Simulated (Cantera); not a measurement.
Input: 1 mol SiH4, 3.4 mol NH3, equilibrated at 93.0 Pa.

Cantera equilibrium calculation (NASA polynomials, part measured and part estimated; ideal gas, pure solids and liquids). Candidate condensed phases: Si, Si3N4; 18 gas species. The tables' values for SiN are old estimates; treat these amounts as uncertain. Gases not in the tables: Si2H6 and higher silanes. Equilibrium is a limit: real reactors are often held back by kinetics, nucleation or transport.

x: gas mole fraction; n: condensed amount in mol.

```
T (K)   x H2   x N2        x Si         x H       x SiH  n Si3N4(s)     n Si(s)  n Si(l)
-----  -----  -----  ----------  ----------  ----------  ----------  ----------  -------
975    0.873  0.127      <1e-12     3.50e-8      <1e-12       0.333           0        0
1125   0.873  0.127      <1e-12     1.36e-6      <1e-12       0.333           0        0
1275   0.873  0.127  (withheld)  (withheld)  (withheld)       0.333           0        0
1425   0.873  0.127     3.34e-7    0.000209     4.23e-8       0.333           0        0
1575   0.806  0.193  (withheld)  (withheld)  (withheld)           0  (withheld)        0
1725   0.801  0.192     0.00109     0.00545     4.26e-5           0           0    0.989
1875   0.781  0.189     0.00974      0.0190    0.000243           0           0    0.907
2025   0.707  0.175      0.0626      0.0530     0.00103           0           0    0.359
```

### Question
Complete the blanks.

### Answer

- 1575, x Si: 6.17e-5
- 1575, x H: 0.00122
- 1575, x SiH: 4.04e-6
- 1575, n Si(s): 0.999
- 1275, x Si: 3.45e-10
- 1275, x H: 2.26e-5
- 1275, x SiH: 9.39e-11
